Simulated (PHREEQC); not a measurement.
Solution (40 °C): 0.078 mol/kgw NH4BF4. It is in equilibrium with CO2 at log p = -1 (atm). Otherwise closed; pH follows from the charge balance.

All values are PHREEQC results (ion-association model, phreeqc.dat), not measurements.

Precipitation was switched off in this run.

Problem. Order these F species by the share of F that they hold, largest first: BF3OH-, HF, BF4-, BF2(OH)2-, F-.

Solution. BF4- (92 %), BF3OH- (3.9 %), HF (2.7 %), F- (1.1 %), BF2(OH)2- (0.70 %)

Problem. Order these B species by the share of B that they hold, largest first: BF3OH-, BF4-, H3BO3, BF2(OH)2-.

Solution. BF4- (92 %), BF3OH- (5.2 %), H3BO3 (1.9 %), BF2(OH)2- (1.4 %)

The pH is 2.77 and the ionic strength 0.0800 mol/kgw. Species that the database lacks are ignored. At this temperature some constants are extrapolated from 25 °C, and those without enthalpy data are left unchanged. Real BF4- forms and hydrolyses slowly; the run takes it at equilibrium.
